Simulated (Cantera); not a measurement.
What does this Cantera script print?

```python
import numpy as np
import cantera as ct

gas_names = """
    Fe FeO Fe(OH)2 H HO2 H2 H2O H2O2 O OH O2 O3
""".split()
cond_names = """
    Fe(a) Fe(c) Fe(d) Fe(L) FeO(s) FeO(L) Fe(OH)2(s) Fe(OH)3(s) Fe2O3(s) Fe3O4(s) H2O(s) H2O(L)
""".split()


# ... load() reads the species with a 1 bar reference pressure and builds the phases ...
atoms = {
    'Fe3O4': {'Fe': 3, 'O': 4},
    'H2': {'H': 2},
    'H2O': {'H': 2, 'O': 1},
}
top_T = {'Fe2O3(s)': 1830, 'Fe3O4(s)': 1870}  # K; cautious upper limits of use, not melting points


# ... equilibrate(T, P, feed) seeds the gas with the atoms and calls Mixture.equilibrate('TP', solver="vcs", rtol=1e-11, max_steps=5000) ...
results = []
feed = {'Fe3O4': 1, 'H2': 0.37, 'H2O': 2.6}  # mol
P = 1333.22  # Pa
for T in [673, 723, 773, 823, 873, 923, 973, 1023, 1073, 1123, 1173, 1223, 1273, 1323]:
    mix = equilibrate(T, P, feed)
    results.append((T, P, feed, dict(zip(mix.species_names, mix.species_moles))))

top = {s: max(r[3][s] / sum(r[3][g] for g in gas_names) for r in results) for s in gas_names}
cols = sorted((s for s in top if top[s] > 1e-05), key=lambda s: -top[s])[:7]
seen = [c for c in cond_names if any(r[3].get(c, 0) > 1e-12 for r in results)]
print("log10 of partial pressures in bar; condensed amounts in mol")
print(f"{'T/K':>10s}" + "".join(f"{s[:9]:>10s}" for s in cols + seen))
for T, P, feed, n in results:
    ng = sum(n[g] for g in gas_names)
    print(f"{T:10.4g}" + "".join(f"{np.log10(max(n[s] / ng * P / 1e5, 1e-99)):10.3f}" for s in cols)
          + "".join(f"{n.get(c, 0):10.4g}" for c in seen))
```

Output:

```
log10 of partial pressures in bar; condensed amounts in mol
       T/K       H2O        H2    FeO(s)  Fe3O4(s)
       673    -1.933    -2.780         0         1
       723    -1.933    -2.780         0         1
       773    -1.933    -2.780         0         1
       823    -1.933    -2.780         0         1
       873    -1.933    -2.780         0         1
       923    -1.924    -2.845    0.1557    0.9481
       973    -1.914    -2.945     0.352    0.8827
      1023    -1.906    -3.039     0.499    0.8337
      1073    -1.901    -3.120    0.6032    0.7989
      1123    -1.896    -3.194    0.6825    0.7725
      1173    -1.893    -3.261     0.744     0.752
      1223    -1.891    -3.323    0.7926    0.7358
      1273    -1.889    -3.380    0.8316    0.7228
      1323    -1.887    -3.433    0.8634    0.7122
```

Equilibrium computed with Cantera from the NASA thermochemical tables; the gas is ideal and each condensed phase is pure. Mutual solubility and eutectic melting of coexisting phases are not modelled. The tables' stoichiometric FeO is somewhat more stable than real wüstite, so its field is too wide. FeO: taken at fixed stoichiometry.
